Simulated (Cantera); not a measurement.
Ignition delay

Mixture: CH4 : O2 : N2 = 1 : 2.41 : 9.06 (molar parts), equivalence ratio 0.83, at 0.950 bar, adiabatic and at constant pressure. Ignition delay is the time to a rise of 400 K.

Computed with Cantera and GRI-Mech 3.0 (53 species, 325 reactions).

```tsv
T0 (K)	delay (ms)
1125	133
1175	62.5
1225	30.5
1275	15.4
1325	8.08
1375	4.40
1425	2.48
1475	1.46
1525	0.896
1575	0.573
```

| Property | Result |
|---|---|
| apparent activation energy between 1475 and 1575 K | 180 kJ/mol |
